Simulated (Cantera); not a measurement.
An isothermal, constant-pressure homogeneous reactor starts with 97.8 % N₂O, 2.25 % H₂O, at 1448 K and 20.0 Torr.

Detailed kinetics in Cantera: GRI-Mech 3.0 (53 species, 325 reactions). GRI-Mech 3.0 was tuned for natural gas; its chemistry of N2O as a main component is partial and can be far from experiment. Radical loss at walls, strong at low pressure, is not modelled. The temperature is held fixed by assumption; the heat of reaction is taken as removed at once.

x: mole fraction; the columns are a selection and need not sum to one.

```tsv
t (s)	x N₂O	x H₂O	x H₂O₂	x N₂	x O₂
3.00e-5	0.977	0.0225	<1e-12	1.42e-5	1.26e-6
6.31e-5	0.977	0.0225	<1e-12	3.24e-5	5.05e-6
0.000133	0.977	0.0225	7.26e-12	7.61e-5	1.85e-5
0.000279	0.977	0.0225	1.03e-10	0.000180	5.87e-5
0.000588	0.977	0.0225	…	0.000412	0.000156
0.00124	0.976	0.0225	…	0.000907	0.000367
0.00260	0.974	0.0224	…	0.00196	0.000817
0.00548	0.971	0.0224	…	0.00419	0.00178
0.0115	0.963	0.0223	…	0.00888	0.00383
0.0242	0.947	0.0222	…	0.0186	0.00808
0.0510	0.914	0.0219	…	0.0383	0.0167
0.107	0.851	0.0215	…	0.0769	0.0338
0.226	0.735	0.0206	…	0.147	0.0650
0.475	0.551	0.0192	…	0.259	0.115
1.00	0.317	0.0174	…	0.401	0.179
```

### Question
Fill in the missing entries.

### Answer

- 0.000588, x H₂O₂: 1.19e-9
- 0.00124, x H₂O₂: 1.15e-8
- 0.00260, x H₂O₂: 7.25e-8
- 0.00548, x H₂O₂: 1.32e-7
- 0.0115, x H₂O₂: 9.51e-8
- 0.0242, x H₂O₂: 5.76e-8
- 0.0510, x H₂O₂: 3.18e-8
- 0.107, x H₂O₂: 1.54e-8
- 0.226, x H₂O₂: 6.77e-9
- 0.475, x H₂O₂: 2.99e-9
- 1.00, x H₂O₂: 1.50e-9
